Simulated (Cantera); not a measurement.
A closed system holds: 1 mol Ti(OiPr)4, 0.14 mol C3H8, held at 0.00930 bar.

These are equilibrium values from Cantera (NASA tables, ideal gas, pure condensed phases), not measurements of a reactor. Candidate condensed phases: C, C6H6, C7H8, C8H18, H2O, Ti, TiC, TiO, TiO2, Ti2O3, Ti3O5, Ti4O7; 113 gas species. The feed counts by its element totals alone. Mutual solubility and eutectic melting of coexisting phases are not modelled. TiC: taken at fixed stoichiometry. Kinetics and transport are ignored.

Task: At 1198 K, list the 4 most abundant gas species with their mole fractions, and the condensed phases.

Result: H2 0.853, CO 0.146, CH4 0.000109, H2O 3.08e-5. Condensed: C(graphite) + TiC(s) + Ti3O5(s).
